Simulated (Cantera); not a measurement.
Charge: 1 mol V₂O₅, 0.44 mol H₂, 0.11 mol H₂O, at 1175 K.

These are equilibrium values from Cantera (NASA tables, ideal gas, pure condensed phases), not measurements of a reactor. Candidate condensed phases: H₂O, V, VO, V₂O₃, V₂O₄, V₂O₅; 12 gas species. Mutual solubility and eutectic melting of coexisting phases are not modelled. Condensed phases not in the tables: the oxides between V₂O₃ and V₂O₅ other than VO₂. Gases not in the tables: V₄O₁₀. Kinetics and transport are ignored.

log p: log10 of the partial pressure in bar; n: condensed amount in mol.

| P (Pa) | log p H₂O | log p O₂ | log p OH | log p H₂ | log p O | log p VO₂ | log p H | n V₂O₄(s) | n V₂O₅(l) |
|---|---|---|---|---|---|---|---|---|---|
| 10 | -4.18 | -4.47 | -8.21 | -10.07 | -10.07 | -11.38 | -11.95 | 1.00 | 0 |
| 52 | -3.46 | -3.76 | -7.68 | -9.71 | -9.71 | -11.38 | -11.77 | 1.00 | 0 |
| 270 | [?] | [?] | [?] | [?] | [?] | -11.38 | [?] | 1.00 | 0 |
| 1400 | -1.92 | -2.70 | -6.64 | -8.70 | -9.19 | -11.38 | -11.26 | 0.622 | 0.378 |
| 7200 | -1.15 | -2.70 | -6.26 | -7.93 | -9.19 | -11.38 | -10.88 | 0.471 | 0.529 |
| 37000 | [?] | -2.70 | [?] | [?] | -9.19 | -11.38 | [?] | 0.446 | 0.554 |
| 190000 | 0.28 | -2.70 | -5.54 | -6.50 | -9.19 | -11.38 | -10.16 | 0.441 | 0.559 |
| 1000000 | 1.00 | -2.70 | -5.18 | -5.78 | -9.19 | <-11 | -9.80 | 0.440 | 0.560 |

Task: Some entries are withheld; supply them.

Result: 
- 37000, log p H₂O: -0.43
- 37000, log p OH: -5.90
- 37000, log p H₂: -7.21
- 37000, log p H: -10.52
- 270, log p H₂O: -2.75
- 270, log p O₂: -3.04
- 270, log p OH: -7.14
- 270, log p H₂: -9.35
- 270, log p O: -9.36
- 270, log p H: -11.59
